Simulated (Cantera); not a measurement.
**Adiabatic ignition**

An adiabatic, constant-volume homogeneous reactor starts with C3H8 : O2 : N2 : H2O = 1 : 6.49 : 24.4 : 4 (molar parts), equivalence ratio 0.77, at 950 K and 1.48 atm.

Cantera simulation using GRI-Mech 3.0 (53 species, 325 reactions); the numbers are that mechanism's predictions, not measurements. GRI-Mech 3.0 was tuned for natural gas; its chemistry of propane as a main component is partial and can be far from experiment. Below about 1000 K GRI-Mech 3.0 lacks low-temperature oxidation paths.

| t (s) | T (K) | P (bar) | x C3H8 | x O2 | x H2O | x N2O | x CH2CO | x C2H4 | x C2H6 |
|---|---|---|---|---|---|---|---|---|---|
| 2.00e-6 | 950 | 1.50 | 0.0279 | 0.181 | 0.111 | <1e-12 | <1e-12 | 1.42e-11 | <1e-12 |
| 5.52e-6 | 950 | 1.50 | 0.0279 | 0.181 | 0.111 | <1e-12 | <1e-12 | 7.46e-11 | <1e-12 |
| 1.53e-5 | 950 | 1.50 | 0.0279 | 0.181 | 0.111 | <1e-12 | <1e-12 | 2.89e-10 | <1e-12 |
| 4.21e-5 | 950 | 1.50 | 0.0279 | 0.181 | 0.111 | <1e-12 | <1e-12 | 9.15e-10 | <1e-12 |
| 0.000116 | 950 | 1.50 | 0.0279 | 0.181 | 0.111 | <1e-12 | <1e-12 | 2.77e-9 | <1e-12 |
| 0.000321 | 950 | 1.50 | 0.0279 | 0.181 | 0.111 | <1e-12 | <1e-12 | 8.85e-9 | 1.69e-12 |
| 0.000887 | 950 | 1.50 | 0.0279 | 0.181 | 0.111 | <1e-12 | <1e-12 | 3.33e-8 | 3.01e-11 |
| 0.00245 | 950 | 1.50 | 0.0279 | 0.181 | 0.111 | <1e-12 | <1e-12 | 1.68e-7 | 7.75e-10 |
| 0.00676 | 950 | 1.50 | 0.0279 | 0.181 | 0.111 | <1e-12 | 2.71e-12 | 1.16e-6 | 2.30e-8 |
| 0.0187 | 950 | 1.50 | 0.0279 | 0.181 | 0.111 | <1e-12 | 1.14e-10 | 7.28e-6 | 3.51e-7 |
| 0.0516 | 950 | 1.50 | 0.0278 | 0.181 | 0.111 | <1e-12 | 1.80e-9 | 2.89e-5 | 1.80e-6 |
| 0.142 | 950 | 1.50 | 0.0278 | 0.181 | 0.111 | 1.05e-12 | 1.94e-8 | 9.56e-5 | 6.57e-6 |
| 0.393 | 950 | 1.50 | 0.0275 | 0.181 | 0.112 | 4.27e-12 | 2.21e-7 | 0.000330 | 2.52e-5 |
| 1.09 | 953 | 1.51 | 0.0257 | 0.180 | 0.112 | 4.10e-11 | 6.54e-6 | 0.00203 | 0.000198 |
| 3.00 | 2514 | 4.12 | <1e-12 | 0.0378 | 0.206 | 9.34e-7 | <1e-12 | <1e-12 | <1e-12 |
x: mole fraction; the columns are a selection and need not sum to one.

```yaml
time_of_steepest_temperature_rise: 1.29 s
temperature at 3.00 s: 2514 K
equilibrium_temperature: 2514 K
x(C3H8) at 3.00 s: <1e-12 (gas-phase equilibrium <1e-12)
x(O2) at 3.00 s: 0.0378 (gas-phase equilibrium 0.0378)
x(H2O) at 3.00 s: 0.206 (gas-phase equilibrium 0.206)
```
